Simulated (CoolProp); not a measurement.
Vapour-liquid equilibrium of R22 (1) + R142b (2) at 334.3 K; x and y are mole fractions of (1).

Values from CoolProp's multi-fluid Helmholtz-energy mixture model, Kamei 1995 and Lemmon 2006; pair parameters Bell 2016.

```tsv
x	bubble pressure, mixture model (bar)	bubble pressure, Raoult's law (bar)	y, mixture model	y, Raoult's law
0.05	9.674	9.799	0.101	0.127
0.2	11.67	12.18	0.342	0.409
0.35	13.73	14.56	0.523	0.598
0.5	15.93	16.95	0.668	0.734
0.65	18.32	19.33	0.788	0.837
0.8	20.96	21.71	0.889	0.917
0.95	23.86	24.09	0.974	0.981
```

The largest gap from Raoult's law is -6.0 % in bubble pressure, at x = 0.5. No azeotrope shows between x = 0.05 and 0.95.

Pair parameters are fitted to limited data, so mixtures are less certain than the pure fluids.
